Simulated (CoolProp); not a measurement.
Vinyl chloride along the isobar 185 bar: density (kg/m³) from the reference equation and from simpler models built on Tc = 425.0 K, pc = 56.00 bar, ω = 0.160; each cubic takes its own stable root.

The numbers come from the reference Helmholtz-energy equation of state, Thol 2022 in CoolProp.

```tsv
T (K)	phase	reference	van der Waals	Redlich-Kwong	Soave-Redlich-Kwong	Peng-Robinson
142.8	liquid	___	716.5	1056	1055	1180
162.7	liquid	1155	704.9	1037	___	1162
182.7	liquid	1119	692.9	1016	1019	1142
202.6	liquid	1086	680.6	994.0	999.1	1121
222.6	liquid	___	667.9	970.6	977.6	1098
242.5	liquid	___	654.9	945.8	954.6	1073
262.5	liquid	___	641.4	919.4	___	1045
282.4	liquid	958.2	627.6	891.6	903.2	1016
302.3	liquid	926.6	613.2	862.3	874.7	984.2
322.3	liquid	894.5	598.2	831.3	843.8	949.5
```

### Question
Some entries are withheld; supply them.

### Answer

- 142.8, reference: 1192
- 162.7, Soave-Redlich-Kwong: 1038
- 222.6, reference: 1053
- 242.5, reference: 1021
- 262.5, reference: 989.5
- 262.5, Soave-Redlich-Kwong: 929.8
